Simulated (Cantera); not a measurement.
Feed: 1 mol CH3SiH3, 35 mol H2, equilibrated at 1100 °C and 3.00 mbar.

Cantera equilibrium calculation (NASA polynomials, part measured and part estimated; ideal gas, pure solids and liquids). Candidate condensed phases: C, C6H6, C7H8, C8H18, Si, SiC; 87 gas species. The feed counts by its element totals alone. Rates play no part.

Base state: H2 1.000, H 6.08e-5 (mole fractions); condensed: SiC(s).

What changes in the equilibrium state with this change: temperature from 1100 °C to 1375 °C?


| species | before | after |
|---|---|---|
| H2 | 1.000 | 0.998 |
| H | 6.08e-5 | 0.00163 |
| SiC(s), mol | 1.000 | 1.000 |
